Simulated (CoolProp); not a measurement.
Saturated liquid density (kg/m³) of n-perfluorohexane: the reference equation beside estimates from Tc = 448.0 K, pc = 1.742 MPa, ω = 0.497.

Computed with CoolProp (reference Helmholtz-energy equation of state, Gao 2022).

| T (K) | reference | van der Waals | Redlich-Kwong | Soave-Redlich-Kwong | Peng-Robinson |
|---|---|---|---|---|---|
| 269.6 | 1757 | 973.1 | 1432 | 1523 | 1716 |
| 281.2 | 1724 | 955.5 | 1402 | 1496 | 1687 |
| 292.9 | 1691 | 937.0 | 1369 | 1468 | 1657 |
| 304.5 | 1657 | 917.8 | 1336 | 1438 | 1624 |
| 316.2 | 1622 | 897.6 | 1300 | 1405 | 1588 |
| 327.8 | 1586 | 876.4 | 1262 | 1369 | 1550 |
| 339.4 | 1549 | 854.1 | 1222 | 1331 | 1507 |
| 351.1 | 1509 | 830.3 | 1179 | 1288 | 1460 |
| 362.7 | 1467 | 805.0 | 1134 | 1242 | 1409 |
| 374.4 | 1421 | 777.6 | 1084 | 1191 | 1351 |

Absolute difference from the reference over all 10 rows, mean and median: van der Waals 44.8 and 44.7 %, Redlich-Kwong 20.5 and 20.1 %, Soave-Redlich-Kwong 14.0 and 13.5 %, Peng-Robinson 2.8 and 2.3 %.
